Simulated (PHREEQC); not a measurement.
Solution (39 °C): 0.06 mol H2SeO4, 0.16 mol NH3 and 0.29 mol NaCl per kg of water. Closed to the air; pH follows from the charge balance.

The numbers come from PHREEQC with the ion-association model, wateq4f.dat.

```json
[
 {"quantity": "pH", "before": "8.50", "after": "1.20"},
 {"quantity": "ionic strength (mol/kgw)", "before": "0.470", "after": "0.396"},
 {"quantity": "HSeO4- (mol/kgw)", "before": "4.85e-9", "after": "0.0370"},
 {"quantity": "SI of Halite (NaCl)", "before": "-3.03", "after": "-3.02"}
]
```

**Question.** Which change was made?
A. temperature from 39 to 40 °C
B. 0.43 mol/kgw H3PO4 added
C. 0.02 mol/kgw H3PO4 added
D. NH3 left out
E. H2SeO4 from 0.06 to 0.09 mol/kgw

**Answer.** D, NH3 left out

Precipitation was switched off in this run. Away from 25 °C the constants follow the database's enthalpies or fits; those with neither stay at their 25 °C values.
